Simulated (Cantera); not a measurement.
Charge: 1 mol SiH₄, 320 mol H₂, at 2098.15 K.

Method: chemical equilibrium by Gibbs-energy minimisation in Cantera with the NASA 1993 tables (ideal gas, pure condensed phases). Candidate condensed phases: Si; 9 gas species. Gases not in the tables: Si₂H₆ and higher silanes. Rates play no part.

Problem. Which condensed phases are stable at each of these points (P (Pa)): 100, 240, 560, 1300, 3200, 7500, 18000, 42000, 100000?

Solution. 
```json
[
 {"P (Pa)": "100", "condensed phases": "gas only", "Si condensed (%)": "0.0"},
 {"P (Pa)": "240", "condensed phases": "gas only", "Si condensed (%)": "0.0"},
 {"P (Pa)": "560", "condensed phases": "gas only", "Si condensed (%)": "0.0"},
 {"P (Pa)": "1300", "condensed phases": "gas only", "Si condensed (%)": "0.0"},
 {"P (Pa)": "3200", "condensed phases": "gas only", "Si condensed (%)": "0.0"},
 {"P (Pa)": "7500", "condensed phases": "Si(l)", "Si condensed (%)": "27.3"},
 {"P (Pa)": "18000", "condensed phases": "Si(l)", "Si condensed (%)": "64.5"},
 {"P (Pa)": "42000", "condensed phases": "Si(l)", "Si condensed (%)": "80.2"},
 {"P (Pa)": "100000", "condensed phases": "Si(l)", "Si condensed (%)": "87.5"}
]
```

From 100 Pa to 3200 Pa nothing is condensed. From 7500 Pa to 100000 Pa the condensed part is Si(l).
